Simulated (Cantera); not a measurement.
A Cantera script and what it prints.

```python
import numpy as np
import cantera as ct

gas_names = """
    F F2 H HF H2 H2F2 H3F3 H4F4 H5F5 H6F6 H7F7 N NF NF2 NF3 NH NH2 NH3 N2 N2H2 N2H4 Si SiF SiF2 SiF3
    SiF4 SiH SiHF3 SiH2 SiH2F2 SiH3 SiH3F SiH4 SiN Si2 Si2N Si3
""".split()
cond_names = """
    Si(cr) Si(L) Si3N4(a)
""".split()


# ... load() reads the species with a 1 bar reference pressure and builds the phases ...
atoms = {
    'Si': {'Si': 1},
    'NF3': {'N': 1, 'F': 3},
    'H2': {'H': 2},
}
top_T = {'Si3N4(a)': 2400}  # K; cautious upper limits of use, not melting points


# ... equilibrate(T, P, feed) seeds the gas with the atoms and calls Mixture.equilibrate('TP', solver="vcs", rtol=1e-11, max_steps=5000) ...
results = []
feed = {'Si': 1, 'NF3': 4.6, 'H2': 0.16}  # mol
T = 950  # K
P = 3800  # Pa
mix = equilibrate(T, P, feed)
results.append((T, P, feed, dict(zip(mix.species_names, mix.species_moles))))
x = sorted(zip(gas.X, gas.species_names), reverse=True)
print(f"T = {T:g} K  P = {P:g} Pa  gas = {mix.phase_moles(0):.4g} mol")
print("   x: " + "  ".join(f"{s} {v:.3e}" for v, s in x if v > 0.0001))
print("   condensed (mol): " + ("  ".join(f"{mix.phase(i).name} {mix.phase_moles(i):.4g}"
      for i in range(1, mix.n_phases) if mix.phase_moles(i) > 1e-12) or "none"))
```

Result:

```
T = 950 K  P = 3800 Pa  gas = 9.2 mol
   x: F2 4.123e-01  N2 2.477e-01  F 1.919e-01  SiF4 1.087e-01  HF 3.478e-02  NF3 4.627e-03
   condensed (mol): none
```

Method: chemical equilibrium by Gibbs-energy minimisation in Cantera with the NASA 1993 tables (ideal gas, pure condensed phases).
